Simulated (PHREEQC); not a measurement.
0.21 g of hydrous ferric oxide (600 m²/g; 0.2 weak and 0.005 strong sites per Fe, Dzombak-Morel constants, diffuse double layer) in 1 kg of water with 0.005 mol/kgw of an inert sodium salt and 1.2e-05 mol/kgw Ag2SO4, at 25 °C; the pH is set by adding NaOH or the inert anion's acid. O2 is buffered at 0.21 atm. CO2 from the air is kept out. Nothing may precipitate in this run.

All values are PHREEQC results (ion-association model, wateq4f.dat), not measurements.

| pH | S sorbed (%) | Ag sorbed (%) | surface charge σ (C/m²) | surface potential ψ (mV) |
|---|---|---|---|---|
| 4 | 100.0 | 0.1 | 0.174 | 191 |
| 4.5 | 99.9 | 0.4 | 0.124 | 174 |
| 5.5 | 98.2 | 4.1 | 0.055 | 133 |
| 6 | 89.8 | 10.8 | 0.035 | 110 |
| 6.5 | 58.0 | 22.1 | 0.021 | 86 |
| 7.5 | 2.4 | 44.7 | 0.006 | 34 |
| 8 | 0.3 | 53.8 | 0.001 | 6 |
| 8.5 | 0.0 | 65.8 | -0.004 | -22 |
| 9.5 | 0.0 | 91.7 | -0.018 | -77 |
| 10 | 0.0 | 97.0 | -0.030 | -102 |
| 10.5 | 0.0 | 99.0 | -0.050 | -126 |
| 11.5 | 0.0 | 99.8 | -0.129 | -163 |
| 12 | 0.0 | 99.8 | -0.209 | -171 |
